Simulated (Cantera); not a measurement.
An adiabatic, constant-pressure homogeneous reactor starts with 7.07 % CH4, 0.707 % C2H6, 3.39 % C3H8, 18.7 % O2, 70.2 % N2, equivalence ratio 1.8, at 1200 K and 5550 Torr.

Computed with Cantera and GRI-Mech 3.0 (53 species, 325 reactions). GRI-Mech 3.0 was tuned for natural gas; its chemistry of propane as a main component is partial and can be far from experiment.

Task: Predict: time of steepest temperature rise; temperature at 4.00 s; equilibrium temperature; x(OH) at 4.00 s; x(NO) at 4.00 s.

Result: 
```json
{
 "time_of_steepest_temperature_rise": "1.67 ms",
 "temperature at 4.00 s": "2450 K",
 "equilibrium_temperature": "2450 K",
 "x(OH) at 4.00 s": "0.000558 (gas-phase equilibrium 0.000558)",
 "x(NO) at 4.00 s": "7.67e-5 (gas-phase equilibrium 7.67e-5)"
}
```
